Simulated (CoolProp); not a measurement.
Saturated liquid density (kg/m³) of CH3F (R41): the reference equation beside estimates from Tc = 317.3 K, pc = 5.906 MPa, ω = 0.200. Rackett uses Z = 0.29056 − 0.08775 ω.

Values from CoolProp's reference Helmholtz-energy equation of state, Lemmon 2006. It is a short technical equation, of lower accuracy than the large ones.

```json
[
 {"T (K)": "198", "reference": "874.4", "Rackett": "745.0", "Soave-Redlich-Kwong": "___", "Peng-Robinson": "784.0"},
 {"T (K)": "204", "reference": "861.6", "Rackett": "734.4", "Soave-Redlich-Kwong": "683.6", "Peng-Robinson": "772.8"},
 {"T (K)": "210", "reference": "___", "Rackett": "723.5", "Soave-Redlich-Kwong": "672.9", "Peng-Robinson": "761.1"},
 {"T (K)": "216", "reference": "835.0", "Rackett": "712.4", "Soave-Redlich-Kwong": "661.6", "Peng-Robinson": "748.8"},
 {"T (K)": "222", "reference": "821.2", "Rackett": "700.9", "Soave-Redlich-Kwong": "649.8", "Peng-Robinson": "735.8"},
 {"T (K)": "228.1", "reference": "806.7", "Rackett": "688.9", "Soave-Redlich-Kwong": "___", "Peng-Robinson": "721.9"},
 {"T (K)": "234.1", "reference": "791.9", "Rackett": "676.8", "Soave-Redlich-Kwong": "624.1", "Peng-Robinson": "707.5"},
 {"T (K)": "240.1", "reference": "776.7", "Rackett": "664.2", "Soave-Redlich-Kwong": "610.3", "Peng-Robinson": "692.2"},
 {"T (K)": "246.1", "reference": "760.8", "Rackett": "651.2", "Soave-Redlich-Kwong": "595.8", "Peng-Robinson": "675.9"},
 {"T (K)": "252.1", "reference": "744.2", "Rackett": "637.6", "Soave-Redlich-Kwong": "580.4", "Peng-Robinson": "___"},
 {"T (K)": "258.1", "reference": "726.8", "Rackett": "623.4", "Soave-Redlich-Kwong": "564.1", "Peng-Robinson": "640.2"}
]
```

Q: Complete the blanks.

A: 
- 198, Soave-Redlich-Kwong: 693.9
- 210, reference: 848.5
- 228.1, Soave-Redlich-Kwong: 637.1
- 252.1, Peng-Robinson: 658.7

Absolute difference from the reference over all 11 rows, mean and median: Rackett 14.6 and 14.6 %, Soave-Redlich-Kwong 21.2 and 21.0 %, Peng-Robinson 10.8 and 10.5 %.
